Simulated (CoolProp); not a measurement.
Vapour-liquid equilibrium of hydrogen sulfide (1) + n-heptane (2) at 310.7 K; x and y are mole fractions of (1).

The numbers come from the multi-fluid Helmholtz-energy mixture model, Lemmon 2006 and Span 2003; pair parameters Kunz 2012 in CoolProp.

| x | bubble pressure (MPa) | y at the bubble point | dew pressure at overall composition x (MPa) | liquid density (mol/L) |
|---|---|---|---|---|
| 0.05 | 0.1740 | 0.936 | 0.01163 | 6.851 |
| 0.15 | 0.5068 | [?] | 0.01301 | 7.308 |
| 0.25 | 0.8199 | [?] | 0.01476 | 7.917 |
| 0.35 | 1.099 | 0.990 | 0.01704 | 8.702 |
| 0.45 | 1.348 | 0.992 | 0.02014 | [?] |
| 0.55 | 1.577 | 0.993 | [?] | [?] |
| 0.65 | 1.801 | 0.995 | 0.03165 | 12.57 |
| 0.75 | 2.029 | [?] | 0.04431 | 14.59 |
| 0.85 | 2.272 | [?] | [?] | 17.11 |
| 0.95 | 2.545 | 0.999 | 0.2224 | 20.13 |

Question: Fill in the missing entries.

Answer: 
- 0.15, y at the bubble point: 0.978
- 0.25, y at the bubble point: 0.986
- 0.45, liquid density (mol/L): 9.703
- 0.55, dew pressure at overall composition x (MPa): 0.02461
- 0.55, liquid density (mol/L): 10.97
- 0.75, y at the bubble point: 0.996
- 0.85, y at the bubble point: 0.997
- 0.85, dew pressure at overall composition x (MPa): 0.07387

No azeotrope shows between x = 0.05 and 0.95.

The pair parameters rest on a limited set of measurements; away from them the model extrapolates. The gap from Raoult's law changes sign with composition, which may be real or a fault of the pair parameters; it wasn't checked against measurements.
